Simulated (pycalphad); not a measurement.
Source of the numbers: pycalphad with the COST 507 light-alloy database (1999); pressure 1 atm. These are 1990s assessments: newer ones move some temperatures and phases. Phase fractions are per mole of atoms.

Give the equilibrium state of Al-1.941Si-3.408C (wt.%) at 1250 K.


```
T = 1250.00 K, P = 101325 Pa, N = 1 mol of atoms
G = -63040 J/mol, H = 31049 J/mol, S = 75.27 J/(mol K)  (SER reference)
chemical potentials (J/mol): Al -62229, Si -81962, C -68464
phase             fraction      x(Al)      x(Si)       x(C)
LIQUID              0.8285     0.9785     0.0215   2.16e-06
AL4C3               0.1715     0.5707   0.000741     0.4286
```

Give the equilibrium state of Al-1.941Si-3.408C (wt.%) at 1000 K.

LIQUID, fraction 0.830, with 1.5 Si, <0.01 C wt.%; AL8SIC7, fraction 0.090, with 8.6 Si, 25.6 C wt.%; AL4C3, fraction 0.079, with 0.05 Si, 25.0 C wt.%.

Database names, with the compositions (at.%) that they take in these runs: AL4C3: Al 57 C 43; AL8SIC7: Al 50 C 44 Si 6.
